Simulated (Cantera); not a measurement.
Feed: 1 mol AlN, 1.6 mol Cl2, at 1123 K.

Cantera equilibrium calculation (NASA polynomials, part measured and part estimated; ideal gas, pure solids and liquids). Candidate condensed phases: Al, AlCl3, AlN; 11 gas species. Equilibrium is a limit: real reactors are often held back by kinetics, nucleation or transport.

log p: log10 of the partial pressure in bar; nothing condenses.

```json
[
 {"P (Pa)": "1", "log p AlCl3": "-5.22", "log p N2": "-5.52", "log p Cl": "-6.07", "log p Cl2": "-6.75", "log p Al2Cl6": "-12.10"},
 {"P (Pa)": "4.20", "log p AlCl3": "[?]", "log p N2": "[?]", "log p Cl": "[?]", "log p Cl2": "[?]", "log p Al2Cl6": "[?]"},
 {"P (Pa)": "18", "log p AlCl3": "-3.96", "log p N2": "-4.26", "log p Cl": "-5.24", "log p Cl2": "-5.09", "log p Al2Cl6": "-9.57"},
 {"P (Pa)": "75", "log p AlCl3": "-3.33", "log p N2": "-3.63", "log p Cl": "-4.90", "log p Cl2": "-4.40", "log p Al2Cl6": "-8.32"},
 {"P (Pa)": "320", "log p AlCl3": "-2.70", "log p N2": "-3.00", "log p Cl": "-4.56", "log p Cl2": "-3.73", "log p Al2Cl6": "-7.06"},
 {"P (Pa)": "1300", "log p AlCl3": "-2.09", "log p N2": "-2.39", "log p Cl": "-4.25", "log p Cl2": "-3.11", "log p Al2Cl6": "-5.84"},
 {"P (Pa)": "5600", "log p AlCl3": "[?]", "log p N2": "[?]", "log p Cl": "[?]", "log p Cl2": "[?]", "log p Al2Cl6": "[?]"},
 {"P (Pa)": "24000", "log p AlCl3": "-0.83", "log p N2": "-1.12", "log p Cl": "-3.61", "log p Cl2": "-1.83", "log p Al2Cl6": "-3.31"},
 {"P (Pa)": "100000", "log p AlCl3": "-0.21", "log p N2": "-0.50", "log p Cl": "-3.30", "log p Cl2": "-1.20", "log p Al2Cl6": "-2.08"}
]
```

Question: What belongs in the gaps?

Answer: 
- 5600, log p AlCl3: -1.46
- 5600, log p N2: -1.76
- 5600, log p Cl: -3.93
- 5600, log p Cl2: -2.46
- 5600, log p Al2Cl6: -4.57
- 4.20, log p AlCl3: -4.59
- 4.20, log p N2: -4.89
- 4.20, log p Cl: -5.63
- 4.20, log p Cl2: -5.86
- 4.20, log p Al2Cl6: -10.84
